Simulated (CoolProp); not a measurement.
The fluid at 298.15 K and 2.28 MPa is throttled through a valve to 0.751 MPa with no heat exchange. The same conditions are run with several fluids, on thermodynamics alone (safety and materials aside).

Computed with CoolProp (reference Helmholtz-energy equation of state of each fluid (chlorine: Thol 2021; dodecamethylcyclohexasiloxane (D6): Colonna 2008; o-xylene: Zhou 2012; cyclopentane: Gedanitz 2015; n-pentane: Thol 2019)).

```csv
fluid,temperature change (K),final phase,final density (kg/m³)
chlorine,[?],[?],[?]
dodecamethylcyclohexasiloxane (D6),+0.7,liquid,[?]
o-xylene,+0.7,liquid,[?]
cyclopentane,+0.7,liquid,[?]
n-pentane,[?],liquid,[?]
```

Task: Some entries are withheld; supply them.

Result: 
- chlorine, temperature change (K): -1.2
- chlorine, final phase: two-phase, vapour fraction 0.006
- chlorine, final density (kg/m³): 1030
- dodecamethylcyclohexasiloxane (D6), final density (kg/m³): 969
- o-xylene, final density (kg/m³): 876
- cyclopentane, final density (kg/m³): 740
- n-pentane, temperature change (K): +0.6
- n-pentane, final density (kg/m³): 622
